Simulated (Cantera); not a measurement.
Charge: 1 mol Pb, 0.15 mol CO, 0.97 mol H2.

These are equilibrium values from Cantera (NASA tables, ideal gas, pure condensed phases), not measurements of a reactor. Candidate condensed phases: C, C6H6, C7H8, C8H18, H2O, Pb, PbO, PbO2, Pb3O4; 113 gas species. Rates play no part.

### Question
What condenses at these points (T in K, P in Pa): (1125, 10); (1425, 1000); (1275, 1000000); (975, 100); (925, 320); (1075, 3200)?

### Answer
| T (K) | P in Pa | condensed phases | Pb condensed (%) |
|---|---|---|---|
| 1125 | 10 | gas only | 0.0 |
| 1425 | 1000 | gas only | 0.0 |
| 1275 | 1000000 | Pb | 100.0 |
| 975 | 100 | Pb | 99.0 |
| 925 | 320 | C + Pb | 99.9 |
| 1075 | 3200 | Pb | 99.7 |
